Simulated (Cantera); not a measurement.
Hydrogen reduction and annealing atmospheres: SiO2 + H2 + N2

Feed: 1 mol SiO2, a varied amount of H2, 18 mol N2, at 1823 K and 13.3 mbar.

Cantera equilibrium calculation (NASA polynomials, part measured and part estimated; ideal gas, pure solids and liquids). Candidate condensed phases: H2O, Si, SiO2, Si2N2O, Si3N4; 35 gas species. The tables hold silica as quartz up to 1696 K and as liquid above; real silica turns to tridymite and cristobalite and melts near 1996 K. The numbers say what is thermodynamically allowed, not how fast it happens.

From 3.6 mol H2 to 39 mol H2 the condensed part is SiO2(condensed). From 71 mol H2 to 760 mol H2 nothing is condensed. The main Si-bearing gas is SiO throughout.

```tsv
n(H2) (mol)	x H2	x N2	x SiO	x H2O	x H	x OH	x SiO2	x NO	n SiO2(condensed)
3.6	0.158	0.827	0.00637	0.00637	0.00149	4.18e-6	6.65e-7	2.33e-7	0.861
6.5	0.254	0.728	0.00807	0.00806	0.00189	4.18e-6	6.65e-7	1.72e-7	0.801
12	0.384	0.593	0.00993	0.00992	0.00233	4.18e-6	6.65e-7	1.26e-7	0.699
21	0.519	0.456	0.0115	0.0115	0.00270	4.18e-6	6.65e-7	9.54e-8	0.544
39	0.660	0.311	0.0130	0.0130	0.00305	4.18e-6	6.65e-7	6.99e-8	0.248
71	0.775	0.200	0.0111	0.0111	0.00330	3.29e-6	4.12e-7	4.07e-8	0
130	0.863	0.121	0.00670	0.00670	0.00348	1.88e-6	1.35e-7	1.72e-8	0
230	0.916	0.0722	0.00401	0.00401	0.00359	1.09e-6	4.55e-8	7.47e-9	0
420	0.951	0.0409	0.00227	0.00227	0.00366	6.09e-7	1.41e-8	3.08e-9	0
760	0.971	0.0231	0.00128	0.00128	0.00370	3.40e-7	4.39e-9	1.27e-9	0
```
x: gas mole fraction; n: condensed amount in mol.
